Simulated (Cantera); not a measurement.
Ignition delay

Mixture: 3.16 % CH4, 14.7 % O2, 82.1 % N2, at 760 Torr, adiabatic and at constant volume. Ignition delay is the time to a rise of 400 K.

Model: GRI-Mech 3.0 (53 species, 325 reactions), integrated in Cantera.

```json
[
 {"T0 (K)": "1025", "delay (ms)": "651"},
 {"T0 (K)": "1100", "delay (ms)": "187"},
 {"T0 (K)": "1175", "delay (ms)": "59.0"},
 {"T0 (K)": "1250", "delay (ms)": "20.4"},
 {"T0 (K)": "1325", "delay (ms)": "7.69"},
 {"T0 (K)": "1400", "delay (ms)": "3.20"},
 {"T0 (K)": "1475", "delay (ms)": "1.47"},
 {"T0 (K)": "1550", "delay (ms)": "0.746"},
 {"T0 (K)": "1625", "delay (ms)": "0.412"},
 {"T0 (K)": "1700", "delay (ms)": "0.244"}
]
```

```yaml
apparent activation energy between 1550 and 1700 K: 160 kJ/mol
```
